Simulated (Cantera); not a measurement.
**Reactions in the system N-Nb-O**

Cantera with NASA thermochemical tables; ideal gases at 1 bar, condensed phases pure. Values are per mole of reaction as written; species without (g) are pure solids or liquids, kept so even where they would boil at 1 bar.

2 NO(g) + Nb → NbO2(g) + N2(g)

```json
[
 {"T (K)": "300", "ΔH° (kJ)": "-382.6", "ΔS° (J/K)": "6.5", "ΔG° (kJ)": "-384.5", "log10 K": "66.95"},
 {"T (K)": "725", "ΔH° (kJ)": "-385.8", "ΔS° (J/K)": "-0.5", "ΔG° (kJ)": "-385.4", "log10 K": "27.77"},
 {"T (K)": "775", "ΔH° (kJ)": "-386.1", "ΔS° (J/K)": "-0.9", "ΔG° (kJ)": "-385.4", "log10 K": "25.97"},
 {"T (K)": "825", "ΔH° (kJ)": "-386.4", "ΔS° (J/K)": "-1.4", "ΔG° (kJ)": "-385.3", "log10 K": "24.40"},
 {"T (K)": "875", "ΔH° (kJ)": "-386.8", "ΔS° (J/K)": "-1.8", "ΔG° (kJ)": "-385.2", "log10 K": "23.00"},
 {"T (K)": "925", "ΔH° (kJ)": "-387.2", "ΔS° (J/K)": "-2.2", "ΔG° (kJ)": "-385.1", "log10 K": "21.75"},
 {"T (K)": "975", "ΔH° (kJ)": "-387.5", "ΔS° (J/K)": "-2.6", "ΔG° (kJ)": "-385.0", "log10 K": "20.63"},
 {"T (K)": "1025", "ΔH° (kJ)": "-387.9", "ΔS° (J/K)": "-3.0", "ΔG° (kJ)": "-384.9", "log10 K": "19.61"},
 {"T (K)": "1075", "ΔH° (kJ)": "-388.3", "ΔS° (J/K)": "-3.3", "ΔG° (kJ)": "-384.7", "log10 K": "18.69"},
 {"T (K)": "1125", "ΔH° (kJ)": "-388.7", "ΔS° (J/K)": "-3.7", "ΔG° (kJ)": "-384.6", "log10 K": "17.85"},
 {"T (K)": "1175", "ΔH° (kJ)": "-389.1", "ΔS° (J/K)": "-4.0", "ΔG° (kJ)": "-384.4", "log10 K": "17.09"},
 {"T (K)": "1225", "ΔH° (kJ)": "-389.5", "ΔS° (J/K)": "-4.4", "ΔG° (kJ)": "-384.1", "log10 K": "16.38"}
]
```
